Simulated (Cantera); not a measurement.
What does this Cantera script print?

```python
import numpy as np
import cantera as ct

gas_names = """
    Cu CuF CuF2 Cu2 F F2 H HF H2 H2F2 H3F3 H4F4 H5F5 H6F6 H7F7
""".split()
cond_names = """
    Cu(cr) Cu(L) CuF2(s) CuF2(L)
""".split()


# ... load() reads the species with a 1 bar reference pressure and builds the phases ...
atoms = {
    'Cu': {'Cu': 1},
    'HF': {'H': 1, 'F': 1},
    'H2': {'H': 2},
    'F2': {'F': 2},
}
top_T = {}  # K; cautious upper limits of use, not melting points


# ... equilibrate(T, P, feed) seeds the gas with the atoms and calls Mixture.equilibrate('TP', solver="vcs", rtol=1e-11, max_steps=5000) ...
results = []
T = 898  # K
P = 1333.22  # Pa
for m in [0.45, 0.69, 0.93, 1.2, 1.4, 1.7, 1.9, 2.1, 2.4, 2.6, 2.9, 3.1]:
    feed = {'Cu': 1, 'HF': 3.3, 'H2': 0.57, 'F2': m}  # mol
    mix = equilibrate(T, P, feed)
    results.append((T, P, feed, dict(zip(mix.species_names, mix.species_moles))))

top = {s: max(r[3][s] / sum(r[3][g] for g in gas_names) for r in results) for s in gas_names}
cols = sorted((s for s in top if top[s] > 0.0001), key=lambda s: -top[s])[:9]
seen = [c for c in cond_names if any(r[3].get(c, 0) > 1e-12 for r in results)]
print("log10 of partial pressures in bar; condensed amounts in mol")
print(f"{'n(F2)':>10s}" + "".join(f"{s[:9]:>10s}" for s in cols + seen))
for T, P, feed, n in results:
    ng = sum(n[g] for g in gas_names)
    print(f"{feed['F2']:10.4g}" + "".join(f"{np.log10(max(n[s] / ng * P / 1e5, 1e-99)):10.3f}" for s in cols)
          + "".join(f"{n.get(c, 0):10.4g}" for c in seen))
```

Output:

```
log10 of partial pressures in bar; condensed amounts in mol
     n(F2)        HF        F2         F        H2    Cu(cr)   CuF2(s)
      0.45    -1.887   -32.688   -17.840    -3.431         1         0
      0.69    -1.875   -23.422   -13.207   -12.673    0.8799    0.1198
      0.93    -1.875   -23.422   -13.207   -12.673    0.6399    0.3598
       1.2    -1.875   -23.422   -13.207   -12.673    0.3699    0.6298
       1.4    -1.875   -23.422   -13.207   -12.673    0.1699    0.8298
       1.7    -1.894    -3.777    -3.385   -32.356         0    0.9999
       1.9    -1.918    -3.276    -3.134   -32.905         0    0.9999
       2.1    -1.940    -3.049    -3.021   -33.175         0    0.9999
       2.4    -1.969    -2.852    -2.922   -33.432         0    0.9998
       2.6    -1.988    -2.764    -2.878   -33.556         0    0.9998
       2.9    -2.014    -2.665    -2.829   -33.706         0    0.9998
       3.1    -2.030    -2.615    -2.804   -33.790         0    0.9998
```

Method: chemical equilibrium by Gibbs-energy minimisation in Cantera with the NASA 1993 tables (ideal gas, pure condensed phases).
